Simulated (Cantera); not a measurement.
## Transport properties of process gases

Gas mixture: 50.8 % N₂O, 49.2 % N₂, at 100.0 Torr, frozen composition.

Cantera's kinetic-theory transport with the Lennard-Jones parameters of GRI-Mech 3.0, ideal gas; thermal conductivity in the mixture-averaged form. The composition is frozen, though it would react at the higher temperatures.

```json
[
 {"T (K)": "400", "ρ (kg/m³)": "0.145", "cp (J/kg/K)": "999.4", "μ (µPa s)": "20.7", "λ (mW/m/K)": "28.8", "Pr": "0.718", "D (cm²/s) N₂": "2.00", "D (cm²/s) H₂": "8.85", "D (cm²/s) H": "13.9"},
 {"T (K)": "650", "ρ (kg/m³)": "0.0892", "cp (J/kg/K)": "1111", "μ (µPa s)": "30.1", "λ (mW/m/K)": "46.2", "Pr": "0.724", "D (cm²/s) N₂": "4.69", "D (cm²/s) H₂": "20.1", "D (cm²/s) H": "32.5"},
 {"T (K)": "900", "ρ (kg/m³)": "0.0644", "cp (J/kg/K)": "1196", "μ (µPa s)": "38.0", "λ (mW/m/K)": "62.2", "Pr": "0.730", "D (cm²/s) N₂": "8.17", "D (cm²/s) H₂": "34.6", "D (cm²/s) H": "56.7"},
 {"T (K)": "1150", "ρ (kg/m³)": "0.0504", "cp (J/kg/K)": "1251", "μ (µPa s)": "44.9", "λ (mW/m/K)": "77.0", "Pr": "0.730", "D (cm²/s) N₂": "12.3", "D (cm²/s) H₂": "52.0", "D (cm²/s) H": "85.8"},
 {"T (K)": "1400", "ρ (kg/m³)": "0.0414", "cp (J/kg/K)": "1290", "μ (µPa s)": "51.2", "λ (mW/m/K)": "90.7", "Pr": "0.728", "D (cm²/s) N₂": "17.2", "D (cm²/s) H₂": "72.0", "D (cm²/s) H": "119"},
 {"T (K)": "1650", "ρ (kg/m³)": "0.0351", "cp (J/kg/K)": "1320", "μ (µPa s)": "57.1", "λ (mW/m/K)": "104", "Pr": "0.728", "D (cm²/s) N₂": "22.6", "D (cm²/s) H₂": "94.6", "D (cm²/s) H": "157"},
 {"T (K)": "1900", "ρ (kg/m³)": "0.0305", "cp (J/kg/K)": "1343", "μ (µPa s)": "62.6", "λ (mW/m/K)": "116", "Pr": "0.728", "D (cm²/s) N₂": "28.5", "D (cm²/s) H₂": "119", "D (cm²/s) H": "198"}
]
```
D: mixture-averaged diffusion coefficient of that species in the mixture.
